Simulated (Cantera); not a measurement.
A perfectly stirred reactor is fed with H2 : O2 : N2 = 0.015 : 1 : 0.69 (molar parts), at 6.00 Torr; it is held at 1275 K, and followed from long to short residence time.

Computed with Cantera and the H2/O2 subset of GRI-Mech 3.0, which has no nitrogen chemistry. Radical loss at walls, strong at low pressure, is not modelled.

Problem. What does this change do: temperature 1275 to 1150 K?

Solution. 
```csv
quantity,before,after
x(H2) at τ = 29.0 s,7.99e-6,1.09e-5
x(O2) at τ = 29.0 s,0.584,0.584
x(H2O2) at τ = 29.0 s,3.78e-9,6.41e-9
x(OH) at τ = 29.0 s,0.000253,0.000143
x(HO2) at τ = 29.0 s,9.58e-8,1.45e-7
x(H2) at τ = 0.220 s,0.000123,0.000190
x(O2) at τ = 0.220 s,0.580,0.581
x(H2O2) at τ = 0.220 s,9.00e-9,1.38e-8
x(OH) at τ = 0.220 s,0.000829,0.000585
x(HO2) at τ = 0.220 s,3.34e-7,5.64e-7
```

Problem. What does this change do: temperature 1275 to 1200 K?

Solution. 
```
quantity                  before     after
----------------------  --------  --------
x(H2) at τ = 29.0 s      7.99e-6   9.18e-6
x(O2) at τ = 29.0 s        0.584     0.584
x(H2O2) at τ = 29.0 s    3.78e-9   5.32e-9
x(OH) at τ = 29.0 s     0.000253  0.000182
x(HO2) at τ = 29.0 s     9.58e-8   1.22e-7
x(H2) at τ = 0.220 s    0.000123  0.000156
x(O2) at τ = 0.220 s       0.580     0.580
x(H2O2) at τ = 0.220 s   9.00e-9   1.17e-8
x(OH) at τ = 0.220 s    0.000829  0.000676
x(HO2) at τ = 0.220 s    3.34e-7   4.53e-7
```
